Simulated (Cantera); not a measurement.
Feed: 1 mol Si, 2.7 mol H2O, 0.034 mol N2, held at 6.00 bar.

Method: chemical equilibrium by Gibbs-energy minimisation in Cantera with the NASA 1993 tables (ideal gas, pure condensed phases). Candidate condensed phases: H2O, Si, SiO2, Si2N2O, Si3N4; 35 gas species. The tables hold silica as quartz up to 1696 K and as liquid above; real silica turns to tridymite and cristobalite and melts near 1996 K. Gases not in the tables: Si(OH)4. Equilibrium is a limit: real reactors are often held back by kinetics, nucleation or transport.

x: gas mole fraction; n: condensed amount in mol.

```csv
T (K),x H2,x H2O,x N2,x NH3,x H,x OH,n SiO2(β-quartz),n SiO2(condensed)
973,0.731,0.256,0.0123,?,3.77e-10,<1e-12,1.00,0
1073,0.731,0.256,0.0124,?,4.89e-9,6.40e-12,1.00,0
1173,0.731,0.256,0.0124,?,4.12e-8,9.93e-11,1.00,0
1273,0.731,0.256,0.0124,?,2.49e-7,1.00e-9,1.00,0
1373,0.731,0.256,0.0124,?,1.16e-6,7.27e-9,1.00,0
1473,0.732,0.256,0.0124,?,4.42e-6,4.02e-8,1.00,0
1573,0.732,0.256,0.0124,?,1.42e-5,1.79e-7,1.00,0
1673,0.731,0.256,0.0124,?,3.98e-5,6.70e-7,1.00,0
1773,0.731,0.256,0.0124,?,9.93e-5,2.15e-6,0,1.000
```

Question: Fill in the missing entries.

Answer: 
- 973, x NH3: 0.000291
- 1073, x NH3: 0.000154
- 1173, x NH3: 9.09e-5
- 1273, x NH3: 5.79e-5
- 1373, x NH3: 3.93e-5
- 1473, x NH3: 2.81e-5
- 1573, x NH3: 2.10e-5
- 1673, x NH3: 1.62e-5
- 1773, x NH3: 1.29e-5
